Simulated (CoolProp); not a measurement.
Vapour pressure (MPa) of ethane: the reference equation beside estimates from Tc = 305.3 K, pc = 4.872 MPa, ω = 0.099. Clausius-Clapeyron is anchored at 152.9 K with a constant enthalpy of vaporisation of 15.85 kJ/mol.

Values from CoolProp's reference Helmholtz-energy equation of state, Bücker 2006.

```json
[
 {"T (K)": "139", "reference": "0.003447", "Clausius-Clapeyron": "0.003533", "van der Waals": "0.06976", "Redlich-Kwong": "0.002714", "Peng-Robinson": "0.003627"},
 {"T (K)": "145.9", "reference": "0.006705", "Clausius-Clapeyron": "0.006759", "van der Waals": "0.09898", "Redlich-Kwong": "0.005739", "Peng-Robinson": "0.006976"},
 {"T (K)": "152.9", "reference": "0.01230", "Clausius-Clapeyron": "0.01230", "van der Waals": "0.1368", "Redlich-Kwong": "0.01124", "Peng-Robinson": "0.01268"},
 {"T (K)": "159.9", "reference": "0.02125", "Clausius-Clapeyron": "0.02122", "van der Waals": "0.1841", "Redlich-Kwong": "0.02045", "Peng-Robinson": "0.02175"},
 {"T (K)": "166.9", "reference": "0.03488", "Clausius-Clapeyron": "0.03499", "van der Waals": "0.2419", "Redlich-Kwong": "0.03492", "Peng-Robinson": "0.03549"},
 {"T (K)": "173.8", "reference": "0.05444", "Clausius-Clapeyron": "0.05508", "van der Waals": "0.3102", "Redlich-Kwong": "0.05614", "Peng-Robinson": "0.05514"},
 {"T (K)": "180.8", "reference": "0.08229", "Clausius-Clapeyron": "0.08422", "van der Waals": "0.3921", "Redlich-Kwong": "0.08678", "Peng-Robinson": "0.08304"},
 {"T (K)": "187.8", "reference": "0.1202", "Clausius-Clapeyron": "0.1248", "van der Waals": "0.4878", "Redlich-Kwong": "0.1289", "Peng-Robinson": "0.1210"},
 {"T (K)": "194.8", "reference": "0.1705", "Clausius-Clapeyron": "0.1797", "van der Waals": "0.5980", "Redlich-Kwong": "0.1849", "Peng-Robinson": "0.1712"},
 {"T (K)": "201.7", "reference": "0.2344", "Clausius-Clapeyron": "0.2512", "van der Waals": "0.7220", "Redlich-Kwong": "0.2562", "Peng-Robinson": "0.2351"},
 {"T (K)": "208.7", "reference": "0.3165", "Clausius-Clapeyron": "0.3449", "van der Waals": "0.8641", "Redlich-Kwong": "0.3474", "Peng-Robinson": "0.3170"}
]
```

Absolute difference from the reference over all 11 rows, mean and median: Clausius-Clapeyron 3.0 and 2.3 %, van der Waals 677.8 and 469.8 %, Redlich-Kwong 8.3 and 8.4 %, Peng-Robinson 1.8 and 1.3 %.
